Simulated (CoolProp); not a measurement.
Vapour-liquid equilibrium of dimethyl carbonate (1) + n-heptane (2) at 6.63 bar; x and y are mole fractions of (1).

Values from CoolProp's multi-fluid Helmholtz-energy mixture model, Zhou 2011 and Span 2003; pair parameters Bell 2016.

| x | bubble temperature, mixture model (°C) | bubble temperature, Raoult's law (°C) | y, mixture model | y, Raoult's law |
|---|---|---|---|---|
| 0.05 | 173.4 | 177.4 | 0.117 | 0.067 |
| 0.15 | 166.2 | 175.5 | 0.288 | 0.193 |
| 0.25 | 161.6 | 173.8 | 0.402 | 0.311 |
| 0.35 | 158.7 | 172.2 | 0.484 | 0.422 |
| 0.45 | 157.0 | 170.6 | 0.546 | 0.526 |
| 0.55 | 156.0 | 169.1 | 0.600 | 0.623 |
| 0.65 | 155.7 | 167.7 | 0.651 | 0.715 |
| 0.75 | 156.1 | 166.3 | 0.709 | 0.802 |
| 0.85 | 157.3 | 164.9 | 0.786 | 0.884 |
| 0.95 | 160.4 | 163.7 | 0.907 | 0.962 |

The largest gap from Raoult's law is -13.6 K in bubble temperature, at x = 0.45. y crosses x between x = 0.65 and 0.75: the model has an azeotrope there.

The pair parameters rest on a limited set of measurements; away from them the model extrapolates.
